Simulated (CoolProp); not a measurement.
Vapour-liquid equilibrium of benzene (1) + ethylbenzene (2) at 161.95 °C; x and y are mole fractions of (1).

Computed with CoolProp (multi-fluid Helmholtz-energy mixture model, Thol 2012 and Zhou 2012; pair parameters Bell 2016).

Q: Give the bubble pressure and the first vapour's composition at x = 0.2, 0.275, 0.35. Is there an azeotrope?

A: x = 0.2: 2.816 bar, y = 0.435; x = 0.275: 3.176 bar, y = 0.542; x = 0.35: 3.551 bar, y = 0.630. No azeotrope shows between x = 0.05 and 0.95.

The pair parameters rest on a limited set of measurements; away from them the model extrapolates.
